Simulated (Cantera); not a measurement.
A closed system holds: 1 mol CuO, 0.66 mol C, a varied amount of H2, equilibrated at 1023 K and 8.40 mbar.

Equilibrium computed with Cantera from the NASA thermochemical tables; the gas is ideal and each condensed phase is pure. Candidate condensed phases: C, C6H6, C7H8, C8H18, Cu, CuO, Cu(OH)2, Cu2O, H2O; 113 gas species. Equilibrium is a limit: real reactors are often held back by kinetics, nucleation or transport.

**Question.** At 1 mol H2, list the 4 most abundant gas species with their mole fractions, and the condensed phases.

**Answer.** H2 0.490, CO 0.306, H2O 0.113, CO2 0.0920. Condensed: Cu(s).
